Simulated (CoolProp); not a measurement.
Vapour-liquid equilibrium of acetone (1) + benzene (2) at 0.242 MPa; x and y are mole fractions of (1).

Values from CoolProp's multi-fluid Helmholtz-energy mixture model, Lemmon 2006 and Thol 2012; pair parameters Bell 2016.

```tsv
x	bubble temperature (K)	y at the bubble point	dew temperature at overall composition x (K)	liquid density (mol/L)
0.05	381.3	0.116	383.1	10.06
0.2	374.3	0.364	379.0	10.38
0.35	369.4	0.531	374.7	10.70
0.5	365.6	0.660	370.3	11.03
0.65	362.6	0.769	365.9	11.38
0.8	360.1	0.869	361.8	11.75
0.95	357.9	0.967	358.2	12.16
```

No azeotrope shows between x = 0.05 and 0.95.

The pair parameters rest on a limited set of measurements; away from them the model extrapolates.
